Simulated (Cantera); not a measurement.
An adiabatic, constant-volume homogeneous reactor starts with H2 : O2 : N2 = 1 : 0.455 : 1.71 (molar parts), at 1650 K and 26000 Pa. Integrator tolerance rtol = 1e-08.

Cantera simulation using the H2/O2 subset of GRI-Mech 3.0, which has no nitrogen chemistry; the numbers are that mechanism's predictions, not measurements.

**Question.** What does this change do: initial temperature 1650 to 1048 K?

**Answer.** 
```csv
quantity,before,after
time of steepest temperature rise,30.9 µs,0.418 ms
temperature at 4.00 s,2885 K,2807 K
equilibrium temperature,2885 K,2807 K
x(H2) at 4.00 s,0.0774 (gas-phase equilibrium 0.0774),0.0656 (gas-phase equilibrium 0.0656)
x(O2) at 4.00 s,0.0174 (gas-phase equilibrium 0.0174),0.0124 (gas-phase equilibrium 0.0124)
x(O) at 4.00 s,0.0154 (gas-phase equilibrium 0.0154),0.00787 (gas-phase equilibrium 0.00787)
x(OH) at 4.00 s,0.0405 (gas-phase equilibrium 0.0405),0.0301 (gas-phase equilibrium 0.0301)
x(HO2) at 4.00 s,6.28e-6 (gas-phase equilibrium 6.28e-6),4.95e-6 (gas-phase equilibrium 4.95e-6)
x(H2O2) at 4.00 s,2.72e-7 (gas-phase equilibrium 2.72e-7),2.87e-7 (gas-phase equilibrium 2.87e-7)
x(H2O) at 4.00 s,0.219 (gas-phase equilibrium 0.219),0.257 (gas-phase equilibrium 0.257)
```
